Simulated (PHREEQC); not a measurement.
NaOH is added in steps, without added water, to 1 kg of water holding 13 mmol/kgw KHCO3 and 15 mmol/kgw K2HPO4, at 20 °C. Oxygen is held at 0.21 atm. The system is closed to CO2. Nothing may precipitate in this run.

Base run: PHREEQC, ion-association model, phreeqc.dat. Each further column changes one thing. The table gives PO4-3 (mol/kgw).

```json
[
 {"NaOH added (mol)": "0", "base": "6.89e-6", "Davies equation for every ion": "6.23e-6", "all activity coefficients set to 1": "3.79e-6", "metal-ligand complexes left out": "7.28e-6", "database wateq4f.dat": "6.20e-6"},
 {"NaOH added (mol)": "0.002875", "base": "6.51e-5", "Davies equation for every ion": "5.80e-5", "all activity coefficients set to 1": "3.57e-5", "metal-ligand complexes left out": "6.89e-5", "database wateq4f.dat": "5.83e-5"},
 {"NaOH added (mol)": "0.007188", "base": "0.000258", "Davies equation for every ion": "0.000229", "all activity coefficients set to 1": "0.000136", "metal-ligand complexes left out": "0.000278", "database wateq4f.dat": "0.000230"},
 {"NaOH added (mol)": "0.01006", "base": "0.000566", "Davies equation for every ion": "0.000507", "all activity coefficients set to 1": "(withheld)", "metal-ligand complexes left out": "0.000611", "database wateq4f.dat": "0.000508"},
 {"NaOH added (mol)": "0.01294", "base": "0.00127", "Davies equation for every ion": "0.00117", "all activity coefficients set to 1": "(withheld)", "metal-ligand complexes left out": "0.00135", "database wateq4f.dat": "0.00117"},
 {"NaOH added (mol)": "0.01581", "base": "0.00253", "Davies equation for every ion": "0.00239", "all activity coefficients set to 1": "0.00152", "metal-ligand complexes left out": "0.00262", "database wateq4f.dat": "0.00238"},
 {"NaOH added (mol)": "0.02013", "base": "0.00479", "Davies equation for every ion": "0.00458", "all activity coefficients set to 1": "0.00293", "metal-ligand complexes left out": "(withheld)", "database wateq4f.dat": "0.00455"},
 {"NaOH added (mol)": "0.023", "base": "0.00621", "Davies equation for every ion": "0.00595", "all activity coefficients set to 1": "(withheld)", "metal-ligand complexes left out": "0.00634", "database wateq4f.dat": "0.00590"}
]
```

Problem. What belongs in the gaps?

Solution. 
- 0.01006, all activity coefficients set to 1: 0.000300
- 0.01294, all activity coefficients set to 1: 0.000717
- 0.02013, metal-ligand complexes left out: 0.00490
- 0.023, all activity coefficients set to 1: 0.00382

 H3PO4, which wateq4f.dat lacks, is added to it with the constant of phreeqc.dat. phreeqc.dat and wateq4f.dat share most of their constants, so their agreement is no independent check. Solids allowed in the column 'database wateq4f.dat': Nahcolite, Natron.
